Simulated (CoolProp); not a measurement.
A single-stage vapour-compression cycle with R134a: evaporating at 245.15 K (dew point), condensing at 308.15 K (bubble point), superheat 2 K, subcooling 2 K, compressor efficiency 0.9, no pressure losses. Each further row changes one setting.

Model: reference Helmholtz-energy equation of state, Tillner-Roth 1994, in CoolProp.

| case | cooling COP | pressure ratio | discharge temperature (K) | refrigerating effect (kJ/kg) | volumetric capacity (kJ/m³) |
|---|---|---|---|---|---|
| as stated | 2.60 | 9.57 | 325.8 | 137 | 657 |
| evaporating temperature 250.15 K | 2.95 | 7.62 | 323.7 | 140 | 832 |
| condensing temperature 303.15 K | 2.93 | 8.31 | 320.3 | 144 | 691 |
| subcooling 7 K | 2.73 | 9.57 | 325.8 | 144 | 691 |
| superheat 12 K | 2.62 | 9.57 | 336.0 | 145 | 663 |
| compressor efficiency 0.8 | 2.31 | 9.57 | 332.2 | 137 | 657 |
